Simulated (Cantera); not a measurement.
Mixture: 6.02 % CH₄, 1.81 % CO, 23.1 % O₂, 60.0 % N₂, 9.03 % CO₂, equivalence ratio 0.56, at 2.27 atm, adiabatic and at constant volume. Ignition delay is the time to a rise of 400 K.

Detailed kinetics in Cantera: GRI-Mech 3.0 (53 species, 325 reactions).

Q: Predict: delay at 1273 K; delay at 1473 K; delay at 1673 K; delay at 1873 K; delay at 2073 K; apparent activation energy between 1973 and 2173 K.

A: 
```
Item                                                    Result
--------------------------------------------------  ----------
delay at 1273 K                                        5.33 ms
delay at 1473 K                                       0.536 ms
delay at 1673 K                                        98.9 µs
delay at 1873 K                                        28.5 µs
delay at 2073 K                                        10.8 µs
apparent activation energy between 1973 and 2173 K  150 kJ/mol
```
